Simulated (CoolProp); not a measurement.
Vapour-liquid equilibrium of dimethyl ether (1) + n-pentane (2) at 261.1 K; x and y are mole fractions of (1).

The numbers come from the multi-fluid Helmholtz-energy mixture model, Wu 2011 and Thol 2019; pair parameters Bell 2016 in CoolProp.

| x | bubble pressure, mixture model (MPa) | bubble pressure, Raoult's law (MPa) | y, mixture model | y, Raoult's law |
|---|---|---|---|---|
| 0.05 | 0.01889 | 0.02158 | 0.311 | 0.396 |
| 0.15 | 0.03534 | 0.03731 | 0.677 | 0.688 |
| 0.25 | 0.05774 | 0.05303 | 0.831 | 0.806 |
| 0.35 | 0.08174 | 0.06876 | 0.898 | 0.870 |
| 0.45 | 0.1033 | 0.08449 | 0.932 | 0.911 |
| 0.55 | 0.1205 | 0.1002 | 0.950 | 0.938 |
| 0.65 | 0.1334 | 0.1159 | 0.961 | 0.959 |
| 0.75 | 0.1436 | 0.1317 | 0.970 | 0.974 |
| 0.85 | 0.1532 | 0.1474 | 0.979 | 0.986 |
| 0.95 | 0.1643 | 0.1631 | 0.991 | 0.996 |

The largest gap from Raoult's law is +22.3 % in bubble pressure, at x = 0.45. No azeotrope shows between x = 0.05 and 0.95.

Pair parameters are fitted to limited data, so mixtures are less certain than the pure fluids. The gap from Raoult's law changes sign with composition, which may be real or a fault of the pair parameters; it wasn't checked against measurements.
